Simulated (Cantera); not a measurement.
What does this Cantera script print?

```python
import numpy as np
import cantera as ct

gas = ct.Solution("gri30.yaml")
gas.TPX = 1525, 101325, {'CH4': 1, 'H2': 0.038, 'O2': 6.12, 'N2': 23}
reactor = ct.IdealGasReactor(gas, energy="on", clone=False)
net = ct.ReactorNet([reactor])
net.rtol, net.atol = 1e-08, 1e-16
show = ['CH4', 'H2', 'O2', 'O', 'NO', 'CH2CO', 'CH2O']
times = np.geomspace(4e-06, 0.6, 13)

steps = ct.SolutionArray(gas, extra=["t"])
rows = []
print(f"{'t/s':>10s}{'T/K':>9s}{'P/Pa':>11s}" + "".join(f"{s:>11s}" for s in show))
for t in times:
    while net.time < t:
        t_next = net.step()
        steps.append(gas.state, t=t_next)
    rows.append([np.interp(t, steps.t, y) for y in (steps.T, steps.P, *steps(*show).X.T)])
    print(f"{t:10.3e}{rows[-1][0]:9.1f}{rows[-1][1]:11.4g}" + "".join(f"{x:11.3e}" for x in rows[-1][2:]))
rate = np.gradient(steps.T, steps.t)
print("integrator steps:", len(steps.t))
if steps.T.max() > steps.T[0] + 200:
    print(f"time of steepest temperature rise: {steps.t[rate.argmax()]:.4e} s")
gas.TPX = 1525, 101325, {'CH4': 1, 'H2': 0.038, 'O2': 6.12, 'N2': 23}
gas.equilibrate("UV")
print(f"equilibrium (UV): T = {gas.T:.1f} K  " + "  ".join(f"{s} {gas[s].X[0]:.3e}" for s in show))
```

Result:

```
       t/s      T/K       P/Pa        CH4         H2         O2          O         NO      CH2CO       CH2O
 4.000e-06   1525.0  1.013e+05  3.316e-02  1.260e-03  2.029e-01  1.208e-08  5.507e-16  9.829e-20  3.929e-09
 1.080e-05   1525.0  1.013e+05  3.316e-02  1.260e-03  2.029e-01  1.638e-08  2.513e-15  2.005e-17  3.459e-08
 2.916e-05   1525.0  1.013e+05  3.316e-02  1.260e-03  2.029e-01  2.815e-08  1.066e-14  3.336e-15  3.012e-07
 7.872e-05   1525.0  1.013e+05  3.314e-02  1.260e-03  2.029e-01  7.717e-08  6.100e-14  8.698e-13  2.991e-06
 2.125e-04   1525.2  1.013e+05  3.302e-02  1.261e-03  2.029e-01  4.752e-07  6.915e-13  9.526e-10  4.568e-05
 5.738e-04   2039.6  1.385e+05  1.430e-06  1.940e-03  1.399e-01  9.575e-03  1.166e-06  7.160e-06  7.670e-07
 1.549e-03   2369.8  1.579e+05  1.560e-20  4.284e-04  1.337e-01  2.160e-03  3.973e-04  7.976e-23  3.362e-13
 4.183e-03   2367.9  1.578e+05  1.515e-20  4.243e-04  1.333e-01  2.131e-03  1.269e-03  7.662e-23  3.294e-13
 1.129e-02   2363.0  1.575e+05  1.417e-20  4.157e-04  1.323e-01  2.069e-03  3.374e-03  6.997e-23  3.147e-13
 3.049e-02   2353.5  1.568e+05  1.240e-20  3.993e-04  1.303e-01  1.953e-03  7.437e-03  5.834e-23  2.877e-13
 8.231e-02   2343.3  1.561e+05  1.072e-20  3.823e-04  1.282e-01  1.834e-03  1.176e-02  4.767e-23  2.611e-13
 2.222e-01   2340.4  1.559e+05  1.026e-20  3.774e-04  1.276e-01  1.800e-03  1.302e-02  4.489e-23  2.537e-13
 6.000e-01   2340.3  1.559e+05  1.026e-20  3.773e-04  1.276e-01  1.800e-03  1.304e-02  4.484e-23  2.536e-13
integrator steps: 1718
time of steepest temperature rise: 5.6750e-04 s
equilibrium (UV): T = 2340.3 K  CH4 1.585e-20  H2 3.773e-04  O2 1.276e-01  O 1.800e-03  NO 1.304e-02  CH2CO 6.291e-23  CH2O 2.536e-13
```

Cantera simulation using GRI-Mech 3.0 (53 species, 325 reactions); the numbers are that mechanism's predictions, not measurements.
